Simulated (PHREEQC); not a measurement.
Synthetic water in mmol/kgw, 33 °C, pH 6.03, pe 2.4:

```
constituent           mmol/kgw
--------------------  --------
Na                       0.189
K                     0.000599
Ca                      0.0414
Mg                     0.00685
Cl                      0.0728
S(6)                    0.0981
Alkalinity (meq/kgw)    0.0109
Fe(2)                 0.000351
Li                    0.000273
Si                     0.00246
```

Valence states are taken as typed.

Computed with PHREEQC (ion-association model, wateq4f.dat).

This is a speciation only: nothing precipitates in the calculation.

### Question
Predict the charge-balance error.

### Answer
charge-balance error 1.3 %.

### Question
In which forms is Fe present?

### Answer
Fe+2 98 %, FeSO4 1.6 % of the Fe.
